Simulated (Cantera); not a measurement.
An isothermal, constant-pressure homogeneous reactor starts with NO : N2 = 1 : 10 (molar parts), at 2075 K and 0.0263 atm.

Detailed kinetics in Cantera: GRI-Mech 3.0 (53 species, 325 reactions). Radical loss at walls, strong at low pressure, is not modelled.

### Question
Predict: x(NO) at 10.0 s; x(N2O) at 10.0 s; x(N2) at 10.0 s; x(O) at 10.0 s; x(O2) at 10.0 s; x(NO2) at 10.0 s.

### Answer
```json
{
  "x(NO) at 10.0 s": "0.0352 (gas-phase equilibrium 0.00463)",
  "x(N2O) at 10.0 s": "4.81e-7 (gas-phase equilibrium 4.65e-8)",
  "x(N2) at 10.0 s": "0.936 (gas-phase equilibrium 0.952)",
  "x(O) at 10.0 s": "0.00120 (gas-phase equilibrium 0.00148)",
  "x(O2) at 10.0 s": "0.0272 (gas-phase equilibrium 0.0424)",
  "x(NO2) at 10.0 s": "3.16e-6 (gas-phase equilibrium 5.18e-7)"
}
```
